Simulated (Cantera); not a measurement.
Input (Python, Cantera):

```python
import numpy as np
import cantera as ct

gas = ct.Solution("gri30.yaml")


def delay(T, t_max=10):
    gas.TPX = T, 2300000, {'CH4': 1, 'O2': 1.82, 'N2': 6.84}
    reactor = ct.IdealGasConstPressureReactor(gas, clone=False)
    net = ct.ReactorNet([reactor])
    net.rtol, net.atol = 1e-8, 1e-16
    while net.time < t_max:
        t_old, T_old = net.time, reactor.T
        net.step()
        if reactor.T > T + 400:  # ignition: a rise of 400 K
            return t_old + (T + 400 - T_old) / (reactor.T - T_old) * (net.time - t_old)
    return np.nan


taus = []
for T in [1150, 1225, 1300, 1375, 1450, 1525, 1600, 1675, 1750, 1825]:
    taus.append(delay(T))
    print(f"T0 = {T:6g} K   tau = {taus[-1]:.4e} s")
```

Result:

```
T0 =   1150 K   tau = 3.6083e-03 s
T0 =   1225 K   tau = 1.4423e-03 s
T0 =   1300 K   tau = 6.2987e-04 s
T0 =   1375 K   tau = 2.9305e-04 s
T0 =   1450 K   tau = 1.4324e-04 s
T0 =   1525 K   tau = 7.2948e-05 s
T0 =   1600 K   tau = 3.8532e-05 s
T0 =   1675 K   tau = 2.1091e-05 s
T0 =   1750 K   tau = 1.1986e-05 s
T0 =   1825 K   tau = 7.0915e-06 s
```

Model: GRI-Mech 3.0 (53 species, 325 reactions), integrated in Cantera. The pressure lies above the range GRI-Mech 3.0 was tuned for (to about 10 atm).
